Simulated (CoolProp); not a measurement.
Model: reference Helmholtz-energy equation of state, Akasaka 2015, in CoolProp.

Q: For R245fa, give the phase and the isothermal compressibility (1/MPa), expansivity (1/kK), Prandtl number at 306.7 K and 1500 kPa; 325.7 K and 1500 kPa; 421 K and 1500 kPa.

A: 
- 306.7 K and 1500 kPa: liquid; isothermal compressibility 0.00259, expansivity 2.09, Prandtl number 5.39
- 325.7 K and 1500 kPa: liquid; isothermal compressibility 0.00349, expansivity 2.37, Prandtl number 4.80
- 421 K and 1500 kPa: gas; isothermal compressibility 0.822, expansivity 4.58, Prandtl number 0.749

Viscosity comes from a separate model (Bell 2016), an estimate that may be off by 10 % or more. Thermal conductivity comes from a separate model (Huber 2003), an estimate that may be off by 10 % or more.
